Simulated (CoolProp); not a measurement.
A single-stage vapour-compression cycle with R141b: evaporating at 314.15 K (dew point), condensing at 354.15 K (bubble point), superheat 0 K, subcooling 0 K, compressor efficiency 0.7, no pressure losses. Each further row changes one setting.

Computed with CoolProp (reference Helmholtz-energy equation of state, Lemmon 2006). It is a short technical equation, of lower accuracy than the large ones.

```tsv
case	cooling COP	pressure ratio	discharge temperature (K)	refrigerating effect (kJ/kg)	volumetric capacity (kJ/m³)
as stated	4.73	3.15	363.7	170	1100
evaporating temperature 319.15 K	?	2.68	?	?	1300
condensing temperature 349.15 K	5.53	2.77	?	176	1140
subcooling 5 K	4.90	3.15	363.7	176	1140
superheat 10 K	4.77	3.15	374.2	?	?
compressor efficiency 0.6	4.05	3.15	370.1	170	1100
```

Question: What belongs in the gaps?

Answer: 
- evaporating temperature 319.15 K, cooling COP: 5.59
- evaporating temperature 319.15 K, discharge temperature (K): 362.0
- evaporating temperature 319.15 K, refrigerating effect (kJ/kg): 173
- condensing temperature 349.15 K, discharge temperature (K): 358.0
- superheat 10 K, refrigerating effect (kJ/kg): 178
- superheat 10 K, volumetric capacity (kJ/m³): 1110
